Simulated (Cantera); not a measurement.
# C2H5OH + H2 (carbon deposition, reforming and gasification)

Feed: 1 mol C2H5OH, 20 mol H2, at 133 Pa.

Method: chemical equilibrium by Gibbs-energy minimisation in Cantera with the NASA 1993 tables (ideal gas, pure condensed phases). Candidate condensed phases: C, C6H6, C7H8, C8H18, H2O; 110 gas species. Equilibrium is a limit: real reactors are often held back by kinetics, nucleation or transport.

```tsv
T (K)	x H2	x H	x CH4	x CO	x H2O	x C	x C2H2 (acetylene)	n C(graphite)
623	0.902	<1e-12	0.0553	0.00389	0.0352	<1e-12	<1e-12	0.630
823	0.957	1.97e-10	0.00114	0.0408	0.000690	<1e-12	3.20e-12	0.992
1023	0.958	1.11e-7	9.18e-5	0.0417	1.46e-5	<1e-12	2.01e-9	0.998
1223	0.958	8.06e-6	1.63e-5	0.0417	1.07e-6	<1e-12	1.50e-7	1.000
1423	0.958	0.000178	4.66e-6	0.0417	1.64e-7	<1e-12	3.29e-6	1.000
1623	0.956	0.00185	1.81e-6	0.0416	4.02e-8	1.01e-12	3.33e-5	0.998
1823	0.947	0.0115	8.53e-7	0.0414	1.33e-8	3.47e-10	0.000200	0.990
2023	0.909	0.0496	4.40e-7	0.0406	5.27e-9	3.73e-8	0.000812	0.960
2223	0.802	0.157	2.15e-7	0.0384	2.17e-9	1.72e-6	0.00233	0.877
2423	0.589	0.373	7.88e-8	0.0339	7.88e-10	4.19e-5	0.00455	0.707
2623	0.315	0.647	1.64e-8	0.0280	2.14e-10	0.000625	0.00558	0.233
2823	0.121	0.844	9.80e-10	0.0237	8.71e-11	0.00335	0.00121	0
3023	0.0397	0.924	3.33e-11	0.0218	4.69e-11	0.00985	0.000115	0
```
x: gas mole fraction; n: condensed amount in mol.

From 623 K to 2623 K the condensed part is C(graphite). From 2823 K to 3023 K nothing is condensed. The main C-bearing gas is CH4 at 623 K and CO at 3023 K.
